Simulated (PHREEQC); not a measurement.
Make-up at 20 °C: 0.22 mol/kgw CsOH, 0.0099 mol/kgw Na2SiO3 and 8.9e-05 mol/kgw K3PO4. Closed to the air; pH follows from the charge balance.

Model: ion-association model, wateq4f.dat, run in PHREEQC.

| quantity | before | after |
|---|---|---|
| pH | 13.36 | 12.07 |
| ionic strength (mol/kgw) | 0.247 | 0.0210 |
| H2SiO4-2 (mol/kgw) | 0.00721 | 0.000772 |
| H3SiO4- (mol/kgw) | 0.00269 | 0.00907 |
| H4SiO4 (mol/kgw) | 6.34e-7 | 5.40e-5 |
| SI of Quartz (SiO2) | -2.11 | -0.21 |

**Question.** Name the change that produced these shifts.
A. CsOH left out
B. K3PO4 from 8.9e-05 to 0.000445 mol/kgw
C. 0.035 mol/kgw HNO3 added
D. 0.053 mol/kgw TMAH added
E. K3PO4 left out

**Answer.** A, CsOH left out

Precipitation was switched off in this run. H3PO4, which wateq4f.dat lacks, is added to it with the constant of phreeqc.dat.
